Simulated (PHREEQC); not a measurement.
# City or well water: an equilibrium model

Synthetic water in mg/L, 20 °C, pH 7.14, pe 9.7:

```
constituent                mg/L
-----------------------  ------
Na                         36.8
K                          36.3
Ca                         6.24
Mg                         6.96
Cl                         20.7
S(6) as SO4                  18
Alkalinity as HCO3          146
Si as SiO2               0.0582
B                        0.0534
O(0) (dissolved oxygen)  0.0143
```

Valence states are taken as typed.

Equilibrium calculation in PHREEQC: ion-association model, phreeqc.dat.

This is a speciation only: nothing precipitates in the calculation.

Question: What specific conductance, charge-balance error does the model give?

Answer: specific conductance 314 µS/cm; charge-balance error 0.9 %.

Question: In which forms is Ca present?

Answer: Ca+2 96 %, CaHCO3+ 2.1 %, CaSO4 1.7 % of the Ca.

Species that the database lacks are ignored.
